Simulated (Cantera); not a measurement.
Feed: 1 mol V₂O₅, 1000 mol H₂, 8.9 mol N₂, held at 1927 °C and 1.00 Torr.

Cantera equilibrium calculation (NASA polynomials, part measured and part estimated; ideal gas, pure solids and liquids). Rates play no part.

```
species         before    after
------------  --------  -------
H₂               0.846    0.989
N₂             0.00818  0.00882
H₂O            0.00258  0.00198
H                0.142  7.09e-9
VO             0.00109    <1e-9
VO₂           0.000430    <1e-9
V             0.000320    <1e-9
OH             6.04e-5    <1e-9
V₂O₃(s), mol         0     1.00
```
Gas species are given as mole fractions.

Problem. What was changed between the two runs?
A) pressure from 1.00 Torr to 100 Torr
B) pressure from 1.00 Torr to 82.5 Torr
C) temperature from 1927 °C to 652 °C
D) temperature from 1927 °C to 1575 °C

Solution. C, temperature from 1927 °C to 652 °C. Condensed phases not in the tables: the oxides between V₂O₃ and V₂O₅ other than VO₂
